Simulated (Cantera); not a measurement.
**Abatement and gas-phase synthesis: H2S + SO2**

Input: 1 mol H2S, a varied amount of SO2, held at 1923.15 K and 13300 Pa.

Cantera equilibrium calculation (NASA polynomials, part measured and part estimated; ideal gas, pure solids and liquids). Candidate condensed phases: H2O, H2SO4, S; 19 gas species. Rates play no part.

From 0.022 mol SO2 to 0.35 mol SO2 nothing is condensed.

```
n(SO2) (mol)  log p H2  log p S2  log p H2O  log p H2S  log p SO2  log p SH  log p SO  log p S
------------  --------  --------  ---------  ---------  ---------  --------  --------  -------
0.022            -1.12     -1.40      -2.41      -1.96      -4.87     -2.49     -3.92    -3.43
0.035            -1.14     -1.40      -2.22      -1.97      -4.45     -2.49     -3.71    -3.42
0.055            -1.16     -1.39      -2.03      -1.99      -4.02     -2.50     -3.50    -3.42
0.087            -1.20     -1.38      -1.84      -2.02      -3.58     -2.51     -3.27    -3.42
0.14             -1.26     -1.37      -1.66      -2.08      -3.09     -2.54     -3.03    -3.41
0.22             -1.35     -1.36      -1.52      -2.16      -2.62     -2.58     -2.79    -3.40
0.35             -1.47     -1.36      -1.42      -2.29      -2.17     -2.64     -2.56    -3.40
```
log p: log10 of the partial pressure in bar; nothing condenses.
